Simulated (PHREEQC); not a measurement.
Solution (25 °C): 0.0013 mol CsOH, 8.4e-06 mol CO2 and 0.17 mol (CH3)4NCl per kg of water. Closed to the air; pH follows from the charge balance.

The numbers come from PHREEQC with the ion-association model, wateq4f.dat.

Precipitation was switched off in this run.

**Question.** What pH, activity of water does the model give?

**Answer.** pH 10.97; activity of water 0.994.

**Question.** In which forms is C present?

**Answer.** CO3-2 91 %, HCO3- 9.0 % of the C.

Species that the database lacks are ignored. (CH3)4N+ isn't in the database: it is added as a free cation with an ion size of 4 Å.
